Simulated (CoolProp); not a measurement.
Ammonia along the isotherm 118.25 °C: density (kg/m³) from the reference equation and from simpler models built on Tc = 132.4 °C, pc = 11360 kPa, ω = 0.256; each cubic takes its own stable root.

The numbers come from the reference Helmholtz-energy equation of state, Gao 2020 in CoolProp.

| p (kPa) | phase | reference |
|---|---|---|
| 89.8 | gas | 0.4715 |
| 136 | gas | 0.7153 |
| 204 | gas | 1.076 |
| 308 | gas | 1.631 |
| 465 | gas | 2.477 |
| 702 | gas | 3.774 |
| 1060 | gas | 5.781 |
| 1600 | gas | 8.925 |
| 2410 | gas | 13.94 |
| 3640 | gas | 22.41 |
| 5480 | gas | 37.89 |
| 8270 | gas | 77.63 |
| 12500 | liquid | 426.9 |
| 18800 | liquid | 456.2 |
| 28400 | liquid | 483.4 |

How far does each simpler model (van der Waals, Redlich-Kwong, Soave-Redlich-Kwong, Peng-Robinson) lie from the reference over these 15 states: mean and median of the absolute difference, and the worst?


- van der Waals: mean 10.6 %, median 1.5 %, worst -43.4 % at 118.25 °C and 12500 kPa
- Redlich-Kwong: mean 6.4 %, median 0.7 %, worst -28.4 % at 118.25 °C and 12500 kPa
- Soave-Redlich-Kwong: mean 6.0 %, median 0.6 %, worst -26.3 % at 118.25 °C and 12500 kPa
- Peng-Robinson: mean 3.5 %, median 0.0 %, worst -17.4 % at 118.25 °C and 12500 kPa
